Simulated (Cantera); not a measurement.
Silicon carbide growth: SiHCl₃ + C₃H₈ + H₂

Input: 1 mol SiHCl₃, 0.075 mol C₃H₈, 420 mol H₂, equilibrated at 16.0 mbar.

Equilibrium computed with Cantera from the NASA thermochemical tables; the gas is ideal and each condensed phase is pure. Candidate condensed phases: C, C₆H₆, C₇H₈, C₈H₁₈, Si, SiC; 109 gas species. Mutual solubility and eutectic melting of coexisting phases are not modelled. The tables' values for SiCl are old estimates; treat these amounts as uncertain. Gases not in the tables: Si₂H₆ and higher silanes. The numbers say what is thermodynamically allowed, not how fast it happens.

From 1125 K to 1625 K the condensed part is Si(s) + SiC(s). From 1725 K to 1925 K the condensed part is Si(l) + SiC(s). At 2025 K the condensed part is SiC(s). From 2125 K to 2225 K nothing is condensed. The main Si-bearing gas is SiCl₂ at 1125 K and Si at 2225 K.

| T (K) | x H₂ | x H | x HCl | x Si | n Si(s) | n SiC(s) | n Si(l) |
|---|---|---|---|---|---|---|---|
| 1125 | 0.993 | 3.50e-7 | 0.00684 | 4.38e-12 | 0.724 | 0.225 | 0 |
| 1225 | 0.993 | 2.46e-6 | 0.00686 | 2.16e-10 | 0.724 | 0.225 | 0 |
| 1325 | 0.993 | 1.29e-5 | 0.00684 | 5.89e-9 | 0.720 | 0.225 | 0 |
| 1425 | 0.993 | 5.37e-5 | 0.00682 | 1.01e-7 | 0.715 | 0.225 | 0 |
| 1525 | 0.993 | 0.000186 | 0.00680 | 1.18e-6 | 0.709 | 0.225 | 0 |
| 1625 | 0.992 | 0.000556 | 0.00677 | 1.02e-5 | 0.697 | 0.225 | 0 |
| 1725 | 0.992 | 0.00146 | 0.00676 | 6.34e-5 | 0 | 0.225 | 0.665 |
| 1825 | 0.989 | 0.00346 | 0.00678 | 0.000284 | 0 | 0.223 | 0.554 |
| 1925 | 0.984 | 0.00750 | 0.00675 | 0.00109 | 0 | 0.215 | 0.150 |
| 2025 | 0.976 | 0.0150 | 0.00683 | 0.00154 | 0 | 0.188 | 0 |
| 2125 | 0.962 | 0.0282 | 0.00678 | 0.00196 | 0 | 0 | 0 |
| 2225 | 0.941 | 0.0497 | 0.00662 | 0.00208 | 0 | 0 | 0 |
x: gas mole fraction; n: condensed amount in mol.
